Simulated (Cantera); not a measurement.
What does this Cantera script print?

```python
import numpy as np
import cantera as ct

gas = ct.Solution("gri30.yaml")
gas.TPX = 800, 1000000, {'CH3OH': 1, 'O2': 0.882, 'N2': 3.32}
inlet = ct.Reservoir(gas, clone=True)
gas.equilibrate("HP")  # start burning
reactor = ct.IdealGasConstPressureReactor(gas, energy="on", clone=False)
exhaust = ct.Reservoir(gas, clone=True)
tau = [0.049, 0.021, 0.0092, 0.004, 0.0017, 0.00076, 0.00033, 0.00014, 6.2e-05, 2.7e-05, 1.2e-05, 5.1e-06][0]
for a, b in ((inlet, reactor), (reactor, exhaust)):
    ct.MassFlowController(a, b, mdot=lambda t: reactor.mass / tau)
net = ct.ReactorNet([reactor])
show = ['CH3OH', 'O2', 'H', 'CH2', 'CH3', 'C2H', 'C2H2']

rows = []
print(f"{'tau/s':>10s}{'T/K':>9s}" + "".join(f"{s:>11s}" for s in show))
for tau in [0.049, 0.021, 0.0092, 0.004, 0.0017, 0.00076, 0.00033, 0.00014, 6.2e-05, 2.7e-05, 1.2e-05, 5.1e-06]:
    net.initial_time = 0.0
    net.advance(30 * tau)
    before = gas.X
    net.advance(40 * tau)
    drift = np.max(np.abs(gas.X - before) / (gas.X + 1e-9))
    rows.append([gas.T, *gas[show].X, drift])
    print(f"{tau:10.3e}{gas.T:9.1f}" + "".join(f"{x:11.3e}" for x in gas[show].X))
```

It prints:

```
     tau/s      T/K      CH3OH         O2          H        CH2        CH3        C2H       C2H2
 4.900e-02   2209.3  9.211e-07  2.228e-05  7.030e-04  4.659e-08  4.366e-06  5.628e-11  2.001e-07
 2.100e-02   2208.1  1.883e-06  4.380e-05  8.204e-04  9.285e-08  7.545e-06  1.589e-10  4.855e-07
 9.200e-03   2206.0  3.552e-06  8.034e-05  1.021e-03  1.697e-07  1.131e-05  3.335e-10  8.224e-07
 4.000e-03   2202.4  6.282e-06  1.393e-04  1.371e-03  2.930e-07  1.506e-05  5.403e-10  1.002e-06
 1.700e-03   2196.5  1.077e-05  2.364e-04  1.941e-03  5.099e-07  1.958e-05  8.154e-10  1.084e-06
 7.600e-04   2188.5  1.783e-05  3.903e-04  2.686e-03  9.066e-07  2.701e-05  1.383e-09  1.357e-06
 3.300e-04   2177.1  3.090e-05  6.722e-04  3.650e-03  1.755e-06  4.218e-05  2.983e-09  2.216e-06
 1.400e-04   2161.2  5.706e-05  1.220e-03  4.759e-03  3.586e-06  7.365e-05  7.866e-09  4.661e-06
 6.200e-05   2140.1  1.093e-04  2.259e-03  5.736e-03  7.034e-06  1.334e-04  2.102e-08  1.086e-05
 2.700e-05   2105.9  2.362e-04  4.586e-03  6.285e-03  1.336e-05  2.537e-04  5.200e-08  2.655e-05
 1.200e-05   2031.2  6.451e-04  1.091e-02  5.534e-03  2.103e-05  4.689e-04  7.801e-08  5.425e-05
 5.100e-06    800.0  1.922e-01  1.696e-01  3.497e-18  6.295e-19  7.626e-16  1.100e-39  2.835e-19
```

Detailed kinetics in Cantera: GRI-Mech 3.0 (53 species, 325 reactions). GRI-Mech 3.0 was tuned for natural gas; its chemistry of methanol as a main component is partial and can be far from experiment.
